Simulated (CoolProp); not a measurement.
The fluid at 298.15 K and 6.29 MPa is throttled through a valve to 4.2 MPa with no heat exchange. The same conditions are run with several fluids, on thermodynamics alone (safety and materials aside).

The numbers come from the reference Helmholtz-energy equation of state of each fluid (chlorine: Thol 2021; R1233zd(E): Akasaka 2022; n-hexane: Thol 2019; 1,2-dichloroethane: Thol 2015; n-undecane: Aleksandrov 2011) in CoolProp.

```json
[
 {"fluid": "chlorine", "temperature change (K)": "+0.5", "final density (kg/m³)": "…"},
 {"fluid": "R1233zd(E)", "temperature change (K)": "…", "final density (kg/m³)": "…"},
 {"fluid": "n-hexane", "temperature change (K)": "+0.9", "final density (kg/m³)": "659"},
 {"fluid": "1,2-dichloroethane", "temperature change (K)": "+0.9", "final density (kg/m³)": "…"},
 {"fluid": "n-undecane", "temperature change (K)": "+0.9", "final density (kg/m³)": "…"}
]
```

Problem. What belongs in the gaps?

Solution. 
- chlorine, final density (kg/m³): 1400
- R1233zd(E), temperature change (K): +0.7
- R1233zd(E), final density (kg/m³): 1270
- 1,2-dichloroethane, final density (kg/m³): 1250
- n-undecane, final density (kg/m³): 739
